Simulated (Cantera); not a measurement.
A closed system holds: 1 mol Si, 3.3 mol HCl, 2 mol H2, at 948.15 K and 21.0 bar.

Cantera equilibrium calculation (NASA polynomials, part measured and part estimated; ideal gas, pure solids and liquids). Candidate condensed phases: Si; 19 gas species. The tables' values for SiCl3 are old estimates; treat these amounts as uncertain. Rates play no part.

Base state: H2 0.773, SiHCl3 0.111, SiCl4 0.0997, SiH2Cl2 0.0126, HCl 0.00312, SiH3Cl 0.000355, SiCl3 0.000238, SiCl2 1.92e-5 (mole fractions); condensed: Si(s).

**Question.** What changes in the equilibrium state with this change: pressure from 21.0 bar to 4.30 bar?

**Answer.** 
```json
[
 {"species": "H2", "before": "0.773", "after": "0.783"},
 {"species": "SiCl4", "before": "0.0997", "after": "0.119"},
 {"species": "SiHCl3", "before": "0.111", "after": "0.0862"},
 {"species": "SiH2Cl2", "before": "0.0126", "after": "0.00631"},
 {"species": "SiH3Cl", "before": "0.000355", "after": "0.000115"},
 {"species": "SiCl2", "before": "1.92e-5", "after": "4.64e-5"},
 {"species": "SiCl3", "before": "0.000238", "after": "0.000405"},
 {"species": "HCl", "before": "0.00312", "after": "0.00488"},
 {"species": "Si(s), mol", "before": "0.0291", "after": "0.0714"}
]
```

**Question.** What changes in the equilibrium state with this change: HCl from 3.3 to 0.86 mol?

**Answer.** 
| species | before | after |
|---|---|---|
| H2 | 0.773 | 0.897 |
| SiHCl3 | 0.111 | 0.0556 |
| SiCl4 | 0.0997 | 0.0358 |
| SiH2Cl2 | 0.0126 | 0.00876 |
| SiCl3 | 0.000238 | 0.000110 |
| SiCl2 | 1.92e-5 | 1.15e-5 |
| HCl | 0.00312 | 0.00260 |
| SiH3Cl | 0.000355 | 0.000344 |
| Si(s), mol | 0.0291 | 0.738 |
